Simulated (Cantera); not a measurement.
## Hydrocarbon pyrolysis for carbon deposition

An isothermal, constant-pressure homogeneous reactor starts with 40.0 % C3H8, 60.0 % H2, at 1373 K and 0.00266 atm.

Detailed kinetics in Cantera: GRI-Mech 3.0 (53 species, 325 reactions). GRI-Mech 3.0 was tuned for natural gas; its chemistry of propane as a main component is partial and can be far from experiment. GRI-Mech 3.0 stops at C3 and has no aromatics, soot or wall deposition, so with more carbon than oxygen in the feed, carbon stays in small species such as C2H2 where larger ones or solid carbon would form. Radical loss at walls, strong at low pressure, is not modelled.

```csv
t (s),x C3H8,x H2,x C2H6,x H,x CH4,x C2H,x C2H2
0.000400,0.395,0.598,0.000118,6.22e-5,0.000659,<1e-12,8.49e-8
0.00109,0.378,0.592,0.000599,0.000146,0.00584,1.18e-12,6.12e-6
0.00299,0.306,0.565,0.00317,0.000347,0.0412,1.42e-10,0.000292
0.00818,0.120,0.500,0.0103,0.000637,0.152,6.41e-9,0.00634
0.0224,0.00845,0.472,0.00570,0.000528,0.233,3.29e-8,0.0370
0.0612,0.000306,0.487,0.00149,0.000162,0.236,1.82e-8,0.0685
0.167,6.17e-6,0.500,0.000391,5.78e-5,0.231,8.35e-9,0.0908
0.458,2.57e-8,0.511,7.78e-5,2.49e-5,0.226,4.32e-9,0.112
1.25,3.00e-9,0.524,1.40e-5,1.21e-5,0.220,2.47e-9,0.134
3.42,1.34e-9,0.541,6.32e-6,9.41e-6,0.212,2.28e-9,0.164
9.36,9.63e-10,0.564,7.74e-6,1.28e-5,0.201,3.72e-9,0.206
25.6,1.22e-9,0.579,1.19e-5,1.89e-5,0.192,5.91e-9,0.228
70.0,1.09e-9,0.588,1.09e-5,1.99e-5,0.179,6.21e-9,0.231
```
x: mole fraction; the columns are a selection and need not sum to one.

Equilibrium at this temperature and pressure: C3H8 <1e-12, H2 0.725, C2H6 2.92e-8, H 5.49e-5, CH4 0.00328, C2H 1.64e-8, C2H2 0.272 (gas phase only).
